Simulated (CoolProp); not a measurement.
Vapour pressure (MPa) of tetrahydrofuran: the reference equation beside estimates from Tc = 267.0 °C, pc = 5.304 MPa, ω = 0.234. Clausius-Clapeyron is anchored at 61.25 °C with a constant enthalpy of vaporisation of 30.27 kJ/mol.

Values from CoolProp's reference Helmholtz-energy equation of state, Fiedler 2023.

```json
[
 {"T (°C)": "61.25", "reference": "0.08686", "Clausius-Clapeyron": "0.08686", "Soave-Redlich-Kwong": "0.08513"},
 {"T (°C)": "82.55", "reference": "0.1687", "Clausius-Clapeyron": "0.1667", "Soave-Redlich-Kwong": "0.1669"},
 {"T (°C)": "103.95", "reference": "0.3015", "Clausius-Clapeyron": "0.2980", "Soave-Redlich-Kwong": "0.3012"},
 {"T (°C)": "125.25", "reference": "0.5012", "Clausius-Clapeyron": "0.4993", "Soave-Redlich-Kwong": "0.5050"},
 {"T (°C)": "146.55", "reference": "0.7873", "Clausius-Clapeyron": "0.7940", "Soave-Redlich-Kwong": "0.7996"},
 {"T (°C)": "167.85", "reference": "1.181", "Clausius-Clapeyron": "1.207", "Soave-Redlich-Kwong": "1.207"},
 {"T (°C)": "189.15", "reference": "1.704", "Clausius-Clapeyron": "1.766", "Soave-Redlich-Kwong": "1.751"},
 {"T (°C)": "210.45", "reference": "2.385", "Clausius-Clapeyron": "2.498", "Soave-Redlich-Kwong": "2.455"},
 {"T (°C)": "231.75", "reference": "3.257", "Clausius-Clapeyron": "3.432", "Soave-Redlich-Kwong": "3.346"},
 {"T (°C)": "253.15", "reference": "4.382", "Clausius-Clapeyron": "4.601", "Soave-Redlich-Kwong": "4.455"}
]
```

Absolute difference from the reference over all 10 rows, mean and median: Clausius-Clapeyron 2.5 and 1.7 %, Soave-Redlich-Kwong 1.8 and 1.8 %.
